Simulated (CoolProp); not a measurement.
Vapour-liquid equilibrium of benzene (1) + o-xylene (2) at 455.7 K; x and y are mole fractions of (1).

The numbers come from the multi-fluid Helmholtz-energy mixture model, Thol 2012 and Zhou 2012; pair parameters Bell 2016 in CoolProp.

```csv
x,"bubble pressure, mixture model (MPa)","bubble pressure, Raoult's law (MPa)","y, mixture model","y, Raoult's law"
0.05,0.2843,0.2936,?,0.183
0.2,?,0.4168,0.479,0.515
0.35,0.5358,0.5400,0.675,0.696
0.5,0.6700,0.6633,?,0.810
0.65,0.7956,0.7865,?,0.888
0.8,?,0.9097,0.927,0.944
0.95,1.033,1.033,0.981,0.988
```

Question: Some entries are withheld; supply them.

Answer: 
- 0.05, y, mixture model: 0.147
- 0.2, bubble pressure, mixture model (MPa): 0.4014
- 0.5, y, mixture model: 0.791
- 0.65, y, mixture model: 0.868
- 0.8, bubble pressure, mixture model (MPa): 0.9141

The largest gap from Raoult's law is -3.7 % in bubble pressure, at x = 0.2. No azeotrope shows between x = 0.05 and 0.95.

The pair parameters rest on a limited set of measurements; away from them the model extrapolates. The gap from Raoult's law changes sign with composition, which may be real or a fault of the pair parameters; it wasn't checked against measurements.
